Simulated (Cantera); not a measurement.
Input (Python, Cantera) and output of one run.

```python
import numpy as np
import cantera as ct

gas_names = """
    Mg Br2
""".split()
cond_names = """
    MgBr2(s) MgBr2(L)
""".split()


# ... load() reads the species with a 1 bar reference pressure and builds the phases ...
species = {s.name: s for s in load("nasa_gas.yaml", gas_names) + load("nasa_condensed.yaml", cond_names)}
# Each term lists the table entries of one substance; the one whose range holds T is used.
reactions = {
    'MgBr2 = Mg(g) + Br2(g)':
        [(-1, ['MgBr2(s)', 'MgBr2(L)']), (1, ['Mg']), (1, ['Br2'])],
}


def pick(names, T):
    return next(species[n] for n in names if species[n].thermo.min_temp <= T <= species[n].thermo.max_temp)


results = []
for label, terms in reactions.items():
    print(label)
    print("     T/K   dH/kJ  dS/(J/K)   dG/kJ   log10 K")
    for T in [1273, 1373, 1473, 1573, 1673]:
        used = [(nu, pick(names, T)) for nu, names in terms]
        dH = sum(nu * s.thermo.h(T) for nu, s in used) / 1e6
        dS = sum(nu * s.thermo.s(T) for nu, s in used) / 1e3
        dG = dH - T * dS / 1e3
        logK = -dG * 1e6 / (ct.gas_constant * T * np.log(10))
        results.append((label, T, dH, dS, dG, logK, [s.name for _, s in used]))
        print(f"{T:8g} {dH:8.1f} {dS:8.1f} {dG:8.1f} {logK:8.2f}")
```

It prints:

```
MgBr2 = Mg(g) + Br2(g)
     T/K   dH/kJ  dS/(J/K)   dG/kJ   log10 K
    1273    633.4    198.2    381.0   -15.63
    1373    628.8    194.8    361.4   -13.75
    1473    624.2    191.6    342.1   -12.13
    1573    619.7    188.6    323.1   -10.73
    1673    615.1    185.8    304.4    -9.50
```

Standard-state values (1 bar) from the NASA 1993 polynomials, evaluated with Cantera. Condensed species are held in their standard states even where they would react or evaporate.
